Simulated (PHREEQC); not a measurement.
Solution (25 °C): 0.058 mol/kgw HF, 0.0032 mol/kgw (CH3)4NF, 3.9e-07 mol/kgw H4SiO4 and 0.00032 mol/kgw H2SO4. Closed to the air; pH follows from the charge balance.

Model: ion-association model, phreeqc.dat, run in PHREEQC.

```tsv
quantity	before	after
pH	2.27	2.43
HF (mol/kgw)	0.0513	0.0480
HF2- (mol/kgw)	0.00140	0.00178
SI of Quartz (SiO2)	-10.53	-10.70
```

### Question
Which change was made?
(A) 0.0047 mol/kgw LiOH added
(B) temperature from 25 to 45 °C
(C) H2SO4 left out
(D) (CH3)4NF from 0.0032 to 0.016 mol/kgw
(E) H4SiO4 from 3.9e-07 to 5.85e-07 mol/kgw

### Answer
A, 0.0047 mol/kgw LiOH added

Precipitation was switched off in this run. (CH3)4N+ isn't in the database: it is added as a free cation with an ion size of 4 Å. SiF6-2 is the database's only silicon fluoride.
